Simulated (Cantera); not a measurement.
Input: 1 mol SiO₂, 0.29 mol Al₂O₃, 18 mol H₂, at 2500 K and 0.0270 bar.

Method: chemical equilibrium by Gibbs-energy minimisation in Cantera with the NASA 1993 tables (ideal gas, pure condensed phases). Candidate condensed phases: Al, Al₂O₃, Al₂SiO₅, Al₆Si₂O₁₃, H₂O, Si, SiO₂; 28 gas species. The tables' values for AlOH, SiO₂ are old estimates; treat these amounts as uncertain. The numbers say what is thermodynamically allowed, not how fast it happens.

Base state: H₂ 0.765, H 0.134, SiO 0.0490, H₂O 0.0486, OH 0.00176, Al 0.000696, AlOH 0.000393, O 0.000203 (mole fractions); condensed: Al₂O₃(l).

**Question.** What changes in the equilibrium state with this change: temperature from 2500 K to 2573 K?

**Answer.** 
| species | before | after |
|---|---|---|
| H₂ | 0.765 | 0.720 |
| H | 0.134 | 0.177 |
| H₂O | 0.0486 | 0.0483 |
| SiO | 0.0490 | 0.0477 |
| Al | 0.000696 | 0.00165 |
| Al₂O | 0.000132 | 0.000370 |
| AlO | 0.000179 | 0.000444 |
| O₂ | 5.28e-6 | 1.17e-5 |
| O | 0.000203 | 0.000428 |
| AlH | 1.16e-5 | 2.42e-5 |
| Al₂O₃(l), mol | 0.273 | 0.251 |
